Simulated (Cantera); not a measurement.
# BaF2 + O2 + H2 (halide evaporation, hydrolysis and transport)

A closed system holds: 1 mol BaF2, a varied amount of O2, 3.7 mol H2, at 1375 K and 0.130 Pa.

These are equilibrium values from Cantera (NASA tables, ideal gas, pure condensed phases), not measurements of a reactor. Candidate condensed phases: Ba, BaF2, BaO, Ba(OH)2, H2O; 27 gas species. Kinetics and transport are ignored.

From 0.52 mol O2 to 3 mol O2 the condensed part is BaO(s). The main Ba-bearing gas is BaF2 throughout.

```csv
n(O2) (mol),log p H2O,log p H2,log p O2,log p BaF2,log p HF,log p BaF,log p H,log p OH,n BaO(s)
0.52,-6.59,-6.14,-13.92,-6.63,-7.19,-7.87,-8.54,-10.72,0.0933
0.87,-6.36,-6.27,-13.19,-6.64,-7.08,-8.06,-8.60,-10.43,0.135
1.2,-6.21,-6.45,-12.55,-6.65,-7.01,-8.22,-8.69,-10.20,0.166
1.6,-6.08,-6.87,-11.46,-6.66,-6.95,-8.50,-8.90,-9.86,0.196
1.9,-6.02,-8.62,-7.83,-6.67,-6.93,-9.41,-9.78,-8.92,0.215
2.3,-6.06,-9.10,-6.95,-6.71,-6.96,-9.65,-10.01,-8.72,0.216
2.6,-6.08,-9.22,-6.75,-6.73,-6.98,-9.71,-10.08,-8.68,0.216
3,-6.11,-9.33,-6.59,-6.76,-7.02,-9.77,-10.13,-8.66,0.216
```
log p: log10 of the partial pressure in bar; n: condensed amount in mol.
